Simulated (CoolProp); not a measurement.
Properties of n-perfluorohexane along the isotherm 71.15 °C.

Computed with CoolProp (reference Helmholtz-energy equation of state, Gao 2022).

```json
[
 {"p (bar)": "0.0826", "phase": "gas", "density (kg/m³)": "0.9795", "cp (kJ/(kg K))": "0.8841", "speed of sound (m/s)": "92.97", "Joule-Thomson coefficient (K/MPa)": "16.64", "fugacity coefficient": "0.9959"},
 {"p (bar)": "0.129", "phase": "gas", "density (kg/m³)": "1.533", "cp (kJ/(kg K))": "0.8846", "speed of sound (m/s)": "92.76", "Joule-Thomson coefficient (K/MPa)": "16.72", "fugacity coefficient": "0.9935"},
 {"p (bar)": "0.2", "phase": "gas", "density (kg/m³)": "2.386", "cp (kJ/(kg K))": "0.8853", "speed of sound (m/s)": "92.45", "Joule-Thomson coefficient (K/MPa)": "16.83", "fugacity coefficient": "0.9900"},
 {"p (bar)": "0.312", "phase": "gas", "density (kg/m³)": "3.744", "cp (kJ/(kg K))": "0.8866", "speed of sound (m/s)": "91.94", "Joule-Thomson coefficient (K/MPa)": "17.02", "fugacity coefficient": "0.9844"},
 {"p (bar)": "0.486", "phase": "gas", "density (kg/m³)": "5.886", "cp (kJ/(kg K))": "0.8886", "speed of sound (m/s)": "91.13", "Joule-Thomson coefficient (K/MPa)": "17.33", "fugacity coefficient": "0.9756"},
 {"p (bar)": "0.756", "phase": "gas", "density (kg/m³)": "9.293", "cp (kJ/(kg K))": "0.8919", "speed of sound (m/s)": "89.84", "Joule-Thomson coefficient (K/MPa)": "17.84", "fugacity coefficient": "0.9621"},
 {"p (bar)": "1.18", "phase": "gas", "density (kg/m³)": "14.87", "cp (kJ/(kg K))": "0.8978", "speed of sound (m/s)": "87.70", "Joule-Thomson coefficient (K/MPa)": "18.74", "fugacity coefficient": "0.9408"},
 {"p (bar)": "1.83", "phase": "liquid", "density (kg/m³)": "1533", "cp (kJ/(kg K))": "1.121", "speed of sound (m/s)": "384.7", "Joule-Thomson coefficient (K/MPa)": "-0.1335", "fugacity coefficient": "0.8017"},
 {"p (bar)": "2.85", "phase": "liquid", "density (kg/m³)": "1533", "cp (kJ/(kg K))": "1.121", "speed of sound (m/s)": "385.9", "Joule-Thomson coefficient (K/MPa)": "-0.1355", "fugacity coefficient": "0.5188"},
 {"p (bar)": "4.44", "phase": "liquid", "density (kg/m³)": "1535", "cp (kJ/(kg K))": "1.120", "speed of sound (m/s)": "387.8", "Joule-Thomson coefficient (K/MPa)": "-0.1385", "fugacity coefficient": "0.3371"},
 {"p (bar)": "6.92", "phase": "liquid", "density (kg/m³)": "1537", "cp (kJ/(kg K))": "1.119", "speed of sound (m/s)": "390.6", "Joule-Thomson coefficient (K/MPa)": "-0.1430", "fugacity coefficient": "0.2205"},
 {"p (bar)": "10.8", "phase": "liquid", "density (kg/m³)": "1540", "cp (kJ/(kg K))": "1.117", "speed of sound (m/s)": "395.0", "Joule-Thomson coefficient (K/MPa)": "-0.1498", "fugacity coefficient": "0.1455"},
 {"p (bar)": "16.8", "phase": "liquid", "density (kg/m³)": "1544", "cp (kJ/(kg K))": "1.115", "speed of sound (m/s)": "401.5", "Joule-Thomson coefficient (K/MPa)": "-0.1596", "fugacity coefficient": "0.09796"},
 {"p (bar)": "26.1", "phase": "liquid", "density (kg/m³)": "1551", "cp (kJ/(kg K))": "1.111", "speed of sound (m/s)": "411.2", "Joule-Thomson coefficient (K/MPa)": "-0.1732", "fugacity coefficient": "0.06769"}
]
```
